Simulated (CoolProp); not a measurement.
Methanol along the isobar 5.95 MPa: density (kg/m³) from the reference equation and from simpler models built on Tc = 513.4 K, pc = 8.216 MPa, ω = 0.565; each cubic takes its own stable root.

Values from CoolProp's reference Helmholtz-energy equation of state, de Reuck 1993.

```
T (K)   phase  reference
-----  ------  ---------
224.5  liquid      860.0
262.8  liquid      824.1
301.2  liquid      789.2
339.5  liquid      753.6
377.8  liquid      714.5
416.1  liquid      667.9
454.4  liquid      605.5
492.7  liquid      490.7
```

Q: How far does each simpler model (Redlich-Kwong, Soave-Redlich-Kwong) lie from the reference over these 8 states: mean and median of the absolute difference, and the worst?

A: 
- Redlich-Kwong: mean 36.6 %, median 29.5 %, worst -84.6 % at 492.7 K and 5.95 MPa
- Soave-Redlich-Kwong: mean 25.8 %, median 24.3 %, worst -33.5 % at 492.7 K and 5.95 MPa

At some of these states Redlich-Kwong gives the other phase, because its saturation line lies elsewhere.
